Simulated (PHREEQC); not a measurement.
Consider water at 25 °C with 2.4 mmol/kgw PbCl2. It is in equilibrium with CO2 at log p = -1 (atm). Otherwise closed; pH follows from the charge balance.

Equilibrium calculation in PHREEQC: ion-association model, phreeqc.dat.

This is a speciation only: nothing precipitates in the calculation.

Q: Predict the pH, ionic strength.

A: pH 4.23; ionic strength 0.00665 mol/kgw.

Q: In which forms is Pb present?

A: Pb+2 87 %, PbCl+ 11 %, PbHCO3+ 1.4 % of the Pb.
